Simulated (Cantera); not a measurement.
Standard-state values (1 bar) from the NASA 1993 polynomials, evaluated with Cantera. Values are per mole of reaction as written; species without (g) are pure solids or liquids, kept so even where they would boil at 1 bar.

### Question
Between 300 and 1273 K, where is each reaction favourable under standard conditions?
- 6 H2O(g) + 2 N2(g) + 3 Nb → 3 NbO2 + 4 NH3(g)
- 3 H(g) + NO2(g) + 4 NbO2 → NH3(g) + 2 Nb2O5

### Answer
- 6 H2O(g) + 2 N2(g) + 3 Nb → 3 NbO2 + 4 NH3(g): ΔG° is -910 kJ at 300 K and -263 kJ at 1273 K; it stays negative (K > 1). ΔH° is -1052 kJ and ΔS° -620 J/K at 1273 K.
- 3 H(g) + NO2(g) + 4 NbO2 → NH3(g) + 2 Nb2O5: ΔG° is -1253 kJ at 300 K and -896 kJ at 1273 K; it stays negative (K > 1). ΔH° is -1408 kJ and ΔS° -402 J/K at 1273 K.
